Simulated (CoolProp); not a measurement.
Vapour-liquid equilibrium of cyclohexane (1) + o-xylene (2) at 418 kPa; x and y are mole fractions of (1).

Computed with CoolProp (multi-fluid Helmholtz-energy mixture model, Zhou 2014 and Zhou 2012; pair parameters Bell 2016).

```
x     bubble temperature (°C)  y at the bubble point  dew temperature at overall composition x (°C)  liquid density (mol/L)
----  -----------------------  ---------------------  ---------------------------------------------  ----------------------
0.05                    199.6                  0.167                                          205.1                   6.719
0.2                     180.7                  0.503                                          197.9                   6.957
0.35                    167.3                  0.687                                          190.0                   7.149
0.5                     157.5                  0.797                                          180.9                   7.314
0.65                    150.0                  0.873                                          170.2                   7.467
0.8                     143.8                  0.931                                          157.2                   7.619
0.95                    138.3                  0.983                                          141.8                   7.780
```

No azeotrope shows between x = 0.05 and 0.95.

The pair parameters rest on a limited set of measurements; away from them the model extrapolates.
